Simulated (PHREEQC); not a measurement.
1 kg of water holding 0.14 mol/kgw NaCl and 0.0054 mol/kgw NaOH is evaporated at 25 °C; the solids stay in contact with the brine. CO2 from the air is kept out. The run lets Halite precipitate or redissolve, and no other solid.

Computed with PHREEQC (Pitzer model, pitzer.dat).

```
water left (kg)  ionic strength  water activity  Halite (mol)
---------------  --------------  --------------  ------------
1                         0.145           0.995             0
0.6755                    0.215           0.993             0
0.5552                    0.262           0.991             0
0.375                     0.388           0.987             0
0.2533               (withheld)           0.981             0
0.2082                    0.698           0.977             0
0.1407                     1.03           0.966             0
0.09502                    1.53           0.949             0
0.06418                    2.27           0.922             0
0.05275                    2.76           0.903             0
0.03564                    4.08           0.849             0
0.02407              (withheld)      (withheld)             0
0.01979                    6.26           0.749        0.0216
0.01337                    6.32           0.747        0.0609
0.00903                    6.41           0.744        0.0875
0.007426                   6.47           0.742        0.0973
0.005012                   6.64           0.736         0.112
```

Question: What belongs in the gaps?

Answer: 
- 0.2533, ionic strength: 0.574
- 0.02407, ionic strength: 6.04
- 0.02407, water activity: 0.759
